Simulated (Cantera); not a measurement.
What does this Cantera script print?

```python
import numpy as np
import cantera as ct

gas = ct.Solution("gri30.yaml")
gas.TPX = 400, 13332, {'CO': 1, 'H2': 0.034, 'O2': 0.398, 'N2': 1.39}
flame = ct.FreeFlame(gas, width=0.16)
flame.set_refine_criteria(ratio=3, slope=0.08, curve=0.16)
flame.transport_model = "mixture-averaged"
flame.solve(loglevel=0, auto=True)
z, T = flame.grid, flame.T
thick = (T[-1] - T[0]) / np.gradient(T, z).max()
show = ['CO', 'H2', 'O2', 'H2O2', 'H2O', 'HO2']
print(f"laminar burning velocity  {flame.velocity[0] * 100:.3f} cm/s")
print(f"burnt temperature         {T[-1]:.1f} K")
print(f"thermal thickness         {thick * 1e3:.4f} mm")
print(f"grid points               {len(z)}")
z0 = z[flame.heat_release_rate.argmax()]
print(f"{'z/mm':>9s}{'T/K':>9s}{'u/(m/s)':>9s}" + "".join(f"{s:>11s}" for s in show))
rows = []
for k in (-3, -2, -1.5, -1, -0.5, -0.25, 0, 0.25, 0.5, 1, 2, 4, 8):
    zz = z0 + k * thick
    rows.append([k * thick, np.interp(zz, z, T), np.interp(zz, z, flame.velocity),
                 *(np.interp(zz, z, flame.X[gas.species_index(s)]) for s in show)])
    print(f"{rows[-1][0] * 1e3:9.3f}{rows[-1][1]:9.1f}{rows[-1][2]:9.3f}" + "".join(f"{x:11.3e}" for x in rows[-1][3:]))
```

It prints:

```
laminar burning velocity  73.005 cm/s
burnt temperature         2385.0 K
thermal thickness         10.7674 mm
grid points               146
     z/mm      T/K  u/(m/s)         CO         H2         O2       H2O2        H2O        HO2
  -32.302    400.0    0.730  3.544e-01  1.205e-02  1.410e-01  1.860e-15  5.671e-14  7.880e-15
  -21.535    400.0    0.730  3.544e-01  1.205e-02  1.410e-01  2.052e-13  5.024e-12  8.541e-13
  -16.151    400.0    0.730  3.544e-01  1.205e-02  1.410e-01  5.585e-12  1.113e-10  2.299e-11
  -10.767    400.0    0.730  3.544e-01  1.204e-02  1.410e-01  6.278e-10  9.157e-09  2.542e-09
   -5.384    400.8    0.731  3.544e-01  1.192e-02  1.410e-01  1.039e-06  7.886e-06  4.171e-06
   -2.692    511.5    0.931  3.487e-01  1.120e-02  1.377e-01  2.363e-05  9.841e-04  6.916e-05
    0.000    980.2    1.753  3.040e-01  4.800e-03  1.105e-01  1.037e-07  5.585e-03  1.024e-05
    2.692   1301.4    2.270  2.338e-01  6.991e-04  6.279e-02  3.223e-08  4.453e-03  2.778e-06
    5.384   1460.4    2.508  2.023e-01  6.027e-04  4.413e-02  2.258e-08  2.083e-03  1.493e-06
   10.767   1618.1    2.744  1.902e-01  8.734e-04  3.980e-02  2.343e-08  2.717e-03  1.079e-06
   21.535   1785.0    2.991  1.823e-01  1.150e-03  3.776e-02  1.705e-08  4.830e-03  7.954e-07
   43.070   1950.9    3.229  1.718e-01  1.223e-03  3.388e-02  9.510e-09  6.871e-03  5.303e-07
   86.139   2106.4    3.445  1.589e-01  1.149e-03  2.845e-02  5.164e-09  8.493e-03  3.391e-07
```

Detailed kinetics in Cantera: GRI-Mech 3.0 (53 species, 325 reactions). Burning velocities carry a grid error of a few per cent, more on coarse grids.
